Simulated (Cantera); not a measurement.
Charge: 1 mol Pb, 0.56 mol CO2, 0.67 mol CO, at 1650 K and 0.810 bar.

Equilibrium computed with Cantera from the NASA thermochemical tables; the gas is ideal and each condensed phase is pure. Candidate condensed phases: C, Pb, PbO, PbO2, Pb3O4; 15 gas species. Gases not in the tables: (PbO)n polymers. Kinetics and transport are ignored.

Base state: CO 0.483, CO2 0.404, Pb 0.113, PbO 0.000284, Pb2 0.000112 (mole fractions); condensed: Pb(l).

Problem. What changes in the equilibrium state with this change: Pb replaced by Ti?

Solution. 
```csv
species,before,after
CO,0.483,1.000
CO2,0.404,0.000252
Pb,0.113,0
PbO,0.000284,0
Pb2,0.000112,0
"Pb(l), mol",0.843,0
"TiC(s), mol",0,0.415
"Ti3O5(s), mol",0,0.195
```
Mutual solubility and eutectic melting of coexisting phases are not modelled. TiC: taken at fixed stoichiometry. Further candidate phases: Ti, TiC, TiO, TiO2, Ti2O3, Ti3O5, Ti4O7.
